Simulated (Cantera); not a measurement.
Input: 1 mol Cr2O3, 1400 mol H2, 1.7 mol N2, held at 7.10 bar.

These are equilibrium values from Cantera (NASA tables, ideal gas, pure condensed phases), not measurements of a reactor. Candidate condensed phases: Cr, CrN, Cr2N, Cr2O3, H2O; 29 gas species. Kinetics and transport are ignored. All values below are at 1748 K.

Base state: H2 0.997, H2O 0.00214, N2 0.00121, H 8.56e-5 (mole fractions); condensed: Cr(s).

What changes in the equilibrium state with this change: pressure from 7.10 bar to 0.000940 bar?


```tsv
species	before	after
H2	0.997	0.988
H	8.56e-5	0.00741
H2O	0.00214	0.00213
Cr	6.15e-6	0.00142
N2	0.00121	0.00121
Cr(s), mol	1.99	0
```
